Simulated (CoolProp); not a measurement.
Aqueous lithium chloride as a coolant, 19 % by mass, freezing at -39.3 °C, 1 atm.

Computed with CoolProp (Melinder's fits for secondary coolants).

| T (°C) | density (kg/m³) | Prandtl number | conductivity (W/(m K)) | viscosity (mPa s) |
|---|---|---|---|---|
| -11.4 | 1116 | 31.1 | 0.511 | 5.09 |
| -6 | 1115 | 25.3 | 0.518 | 4.17 |
| -0.7 | 1114 | 21.1 | 0.526 | 3.50 |
| 4.6 | 1113 | 17.9 | 0.533 | 2.98 |
| 9.9 | 1112 | 15.4 | 0.540 | 2.58 |
| 15.2 | 1111 | 13.5 | 0.548 | 2.26 |
| 20.5 | 1109 | 11.9 | 0.555 | 2.00 |
| 25.8 | 1108 | 10.6 | 0.562 | 1.79 |
| 31.1 | 1106 | 9.47 | 0.570 | 1.61 |
